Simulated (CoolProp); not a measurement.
Ammonia along the isotherm 457.7 K: Z from the reference equation and from simpler models built on Tc = 405.6 K, pc = 113.6 bar, ω = 0.256; each cubic takes its own stable root.

Model: reference Helmholtz-energy equation of state, Gao 2020, in CoolProp.

| p (bar) | phase | reference |
|---|---|---|
| 17 | gas | 0.9637 |
| 34.1 | gas | 0.9257 |
| 51.1 | gas | 0.8864 |
| 68.2 | gas | 0.8451 |
| 85.2 | gas | 0.8022 |
| 102 | gas | 0.7578 |
| 119 | supercritical | 0.7107 |
| 136 | supercritical | 0.6614 |
| 153 | supercritical | 0.6103 |
| 170 | supercritical | 0.5587 |

Task: How far does each simpler model (van der Waals, Redlich-Kwong, Soave-Redlich-Kwong, Peng-Robinson) lie from the reference over these 10 states: mean and median of the absolute difference, and the worst?

Result: 
- van der Waals: mean 2.1 %, median 0.7 %, worst -8.8 % at 457.7 K and 170 bar
- Redlich-Kwong: mean 0.2 %, median 0.1 %, worst -0.7 % at 457.7 K and 153 bar
- Soave-Redlich-Kwong: mean 3.4 %, median 2.5 %, worst +9.9 % at 457.7 K and 170 bar
- Peng-Robinson: mean 1.0 %, median 0.6 %, worst +4.1 % at 457.7 K and 170 bar
